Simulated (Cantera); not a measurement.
# Ni + H2S + H2 (metals in furnace atmospheres)

Input: 1 mol Ni, 0.74 mol H2S, 140 mol H2, at 1.50 Torr.

Method: chemical equilibrium by Gibbs-energy minimisation in Cantera with the NASA 1993 tables (ideal gas, pure condensed phases). Candidate condensed phases: Ni, NiS, NiS2, Ni3S2, Ni3S4, S; 9 gas species. Metal and sulfide melt together well below either melting point, which pure phases cannot show. Mutual solubility and eutectic melting of coexisting phases are not modelled. Rates play no part.

From 923 K to 1023 K the condensed part is Ni(s) + Ni3S2(s). At 1073 K the condensed part is Ni(s) + Ni3S2(l). From 1123 K to 1273 K the condensed part is Ni(s).

```csv
T (K),log p H2,log p H2S,log p S2,log p SH,log p H,log p S,n Ni(s),n Ni3S2(s),n Ni3S2(l)
923,-2.70,-5.39,-10.43,-9.98,-10.96,-14.32,0.319,0.227,0
973,-2.70,-5.25,-9.63,-9.36,-10.32,-13.29,0.484,0.172,0
1023,-2.70,-5.13,-8.91,-8.80,-9.73,-12.36,0.679,0.107,0
1073,-2.70,-5.02,-8.27,-8.31,-9.20,-11.53,0.892,0,0.0359
1123,-2.70,-4.98,-7.79,-7.91,-8.72,-10.82,1.00,0,0
1173,-2.70,-4.98,-7.44,-7.58,-8.28,-10.21,1.000,0,0
1223,-2.70,-4.99,-7.12,-7.29,-7.87,-9.66,1.000,0,0
1273,-2.70,-4.99,-6.83,-7.02,-7.50,-9.15,1.000,0,0
```
log p: log10 of the partial pressure in bar; n: condensed amount in mol.
